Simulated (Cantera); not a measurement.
# PbO + O2 + H2 (iron carbonyl, mercury and lead vapours)

A closed system holds: 1 mol PbO, 1.4 mol O2, 35 mol H2, held at 552 °C and 0.930 bar.

Equilibrium computed with Cantera from the NASA thermochemical tables; the gas is ideal and each condensed phase is pure. Candidate condensed phases: H2O, Pb, PbO, PbO2, Pb3O4; 12 gas species. Kinetics and transport are ignored.

```
Quantity                                Value
----------------------------------  ---------
x(H2)                                   0.891
x(H2O)                                  0.109
n(Pb(l))                            1.000 mol
gas amount                          35.00 mol
log10 activity of PbO2(s) (absent)     -20.32
```
